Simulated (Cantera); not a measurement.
An isothermal plug-flow reactor at 673 K and 40000 Pa (inlet), inlet velocity 0.46 m/s, active area per volume 5600 1/m; feed CO : O2 : N2 : H2O = 0.021 : 0.11 : 0.79 : 0.064 (molar parts).

Detailed kinetics in Cantera: Deutschmann's 1995 Pt surface mechanism with GRI-Mech 3.0 gas chemistry. Catalytic surfaces can have several steady states; this one follows from the mechanism file's or the stated starting coverage. Mass transfer to the wall is taken as infinitely fast.

One state of this run: x CO = 0.00166; x O2 = 0.103; x H2O = 0.0656; x CO2 = 0.0199; θ free Pt = 0.00794; θ O* = 0.989; θ OH* = 0.00340; θ CO* = 0.000118. x: gas mole fraction; θ: surface coverage.

Which value of z (m) does it belong to?
A. 0.00021
B. 0.00012
C. 0.00038
D. 0.0038

D, 0.0038
